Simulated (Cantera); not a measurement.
Mixture: C₃H₈ : O₂ : N₂ = 1 : 12.2 : 54.9 (molar parts), equivalence ratio 0.41, at 101000 Pa, adiabatic and at constant volume. Ignition delay is the time to a rise of 400 K.

Detailed kinetics in Cantera: GRI-Mech 3.0 (53 species, 325 reactions). GRI-Mech 3.0 was tuned for natural gas; its chemistry of propane as a main component is partial and can be far from experiment.

**Question.** Predict: delay at 1175 K; delay at 1225 K; delay at 1275 K; delay at 1325 K; delay at 1375 K; delay at 1425 K; apparent activation energy between 1325 and 1425 K.

**Answer.** 
- delay at 1175 K: 9.71 ms
- delay at 1225 K: 3.47 ms
- delay at 1275 K: 1.37 ms
- delay at 1325 K: 0.597 ms
- delay at 1375 K: 0.290 ms
- delay at 1425 K: 0.156 ms
- apparent activation energy between 1325 and 1425 K: 210 kJ/mol
